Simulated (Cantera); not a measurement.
## Transport properties of process gases

Gas mixture: N₂O = 0.43 (molar parts), at 49000 Pa, frozen composition.

Cantera's kinetic-theory transport with the Lennard-Jones parameters of GRI-Mech 3.0, ideal gas; thermal conductivity in the multicomponent form. The composition is frozen, though it would react at the higher temperatures.

| T (K) | ρ (kg/m³) | cp (J/kg/K) | μ (µPa s) | λ (mW/m/K) | Pr | D (cm²/s) O | D (cm²/s) H | D (cm²/s) NH₃ |
|---|---|---|---|---|---|---|---|---|
| 400 | 0.648 | 970.3 | 19.5 | 25.3 | 0.746 | 0.868 | 3.43 | 0.583 |
| 600 | 0.432 | 1101 | 27.3 | 40.4 | 0.744 | 1.76 | 7.09 | 1.27 |
| 800 | 0.324 | 1192 | 34.0 | 54.7 | 0.742 | 2.88 | 11.7 | 2.15 |
| 1000 | 0.259 | 1255 | 40.0 | 67.9 | 0.740 | 4.19 | 17.1 | 3.20 |
| 1200 | 0.216 | 1294 | 45.5 | 79.8 | 0.738 | 5.69 | 23.3 | 4.41 |
| 1400 | 0.185 | 1327 | 50.5 | 91.0 | 0.736 | 7.35 | 30.2 | 5.77 |
D: mixture-averaged diffusion coefficient of that species in the mixture.
